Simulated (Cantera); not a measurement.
A jet of 1.39 % CH₄, 6.96 % O₂, 91.6 % N₂, equivalence ratio 0.40 at 300 K and 0.0938 atm hits a platinum plate 3.1 cm away at a mass flux of 0.033 kg/m²/s; the plate temperature is set and raised in steps from an oxygen-covered start.

Model: Deutschmann's 1995 Pt surface mechanism with GRI-Mech 3.0 gas chemistry, integrated in Cantera. Catalytic surfaces can have several steady states; this one follows from the mechanism file's or the stated starting coverage.

x: mole fraction at the wall; θ: surface coverage.

```json
[
 {"plate T (K)": "850", "wall x CH₄": "0.0103", "wall x O₂": "0.0619", "wall x H₂O": "0.00681", "wall x OH": "<1e-8", "wall x CO": "2.97e-6", "wall x CO₂": "0.00445", "θ free Pt": "0.162", "θ O*": "0.837"},
 {"plate T (K)": "900", "wall x CH₄": "0.00788", "wall x O₂": "0.0568", "wall x H₂O": "0.0113", "wall x OH": "(withheld)", "wall x CO": "3.26e-6", "wall x CO₂": "0.00737", "θ free Pt": "0.231", "θ O*": "0.768"},
 {"plate T (K)": "950", "wall x CH₄": "0.00582", "wall x O₂": "0.0525", "wall x H₂O": "0.0150", "wall x OH": "(withheld)", "wall x CO": "3.35e-6", "wall x CO₂": "0.00987", "θ free Pt": "0.304", "θ O*": "0.695"},
 {"plate T (K)": "1000", "wall x CH₄": "0.00433", "wall x O₂": "0.0493", "wall x H₂O": "0.0178", "wall x OH": "(withheld)", "wall x CO": "3.39e-6", "wall x CO₂": "0.0117", "θ free Pt": "0.377", "θ O*": "0.622"},
 {"plate T (K)": "1050", "wall x CH₄": "0.00330", "wall x O₂": "0.0472", "wall x H₂O": "0.0196", "wall x OH": "(withheld)", "wall x CO": "3.47e-6", "wall x CO₂": "0.0129", "θ free Pt": "0.449", "θ O*": "0.550"},
 {"plate T (K)": "1100", "wall x CH₄": "0.00261", "wall x O₂": "0.0457", "wall x H₂O": "0.0209", "wall x OH": "(withheld)", "wall x CO": "3.64e-6", "wall x CO₂": "0.0137", "θ free Pt": "0.519", "θ O*": "0.480"},
 {"plate T (K)": "1150", "wall x CH₄": "0.00213", "wall x O₂": "0.0447", "wall x H₂O": "0.0217", "wall x OH": "(withheld)", "wall x CO": "3.93e-6", "wall x CO₂": "0.0143", "θ free Pt": "0.584", "θ O*": "0.415"}
]
```

Question: Some entries are withheld; supply them.

Answer: 
- 900, wall x OH: 2.00e-8
- 950, wall x OH: 6.22e-8
- 1000, wall x OH: 1.66e-7
- 1050, wall x OH: 3.96e-7
- 1100, wall x OH: 8.56e-7
- 1150, wall x OH: 1.70e-6
